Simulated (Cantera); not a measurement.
A freely propagating, adiabatic, planar premixed flame of CH4 : C2H6 : O2 : N2 = 1 : 0.27 : 3.51 : 13.2 (molar parts), equivalence ratio 0.84, unburnt at 550 K and 4730 Torr; mixture-averaged transport, grid criteria slope 0.08 and curve 0.16, no radiation.

Cantera simulation using GRI-Mech 3.0 (53 species, 325 reactions); the numbers are that mechanism's predictions, not measurements. Burning velocities carry a grid error of a few per cent, more on coarse grids.

Q: How do the results move with these cheaper or finer settings: unity-Lewis-number transport; multicomponent transport; multicomponent+Soret transport; grid criteria slope 0.5, curve 1; grid criteria slope 0.25, curve 0.5; grid criteria slope 0.03, curve 0.06?

A: 
```json
[
 {"setting": "as above", "laminar burning velocity": "52.2 cm/s", "thermal thickness": "0.0911 mm", "peak x(C2H2)": "0.000234", "peak x(HCN)": "1.17e-6", "grid points": "146"},
 {"setting": "unity-Lewis-number transport", "laminar burning velocity": "48.3 cm/s", "thermal thickness": "0.0898 mm", "peak x(C2H2)": "0.000203", "peak x(HCN)": "1.55e-6", "grid points": "135"},
 {"setting": "multicomponent transport", "laminar burning velocity": "52.8 cm/s", "thermal thickness": "0.0920 mm", "peak x(C2H2)": "0.000238", "peak x(HCN)": "1.18e-6", "grid points": "146"},
 {"setting": "multicomponent+Soret transport", "laminar burning velocity": "52.1 cm/s", "thermal thickness": "0.0924 mm", "peak x(C2H2)": "0.000232", "peak x(HCN)": "1.14e-6", "grid points": "146"},
 {"setting": "grid criteria slope 0.5, curve 1", "laminar burning velocity": "57.9 cm/s", "thermal thickness": "0.0987 mm", "peak x(C2H2)": "0.000221", "peak x(HCN)": "1.15e-6", "grid points": "36"},
 {"setting": "grid criteria slope 0.25, curve 0.5", "laminar burning velocity": "54.2 cm/s", "thermal thickness": "0.0940 mm", "peak x(C2H2)": "0.000231", "peak x(HCN)": "1.15e-6", "grid points": "60"},
 {"setting": "grid criteria slope 0.03, curve 0.06", "laminar burning velocity": "51.3 cm/s", "thermal thickness": "0.0905 mm", "peak x(C2H2)": "0.000233", "peak x(HCN)": "1.16e-6", "grid points": "352"}
]
```
The base run took very roughly 22 core-seconds.
Unity Lewis numbers drop preferential diffusion, which matters most where H2 and H carry the flame; Soret adds thermal diffusion.
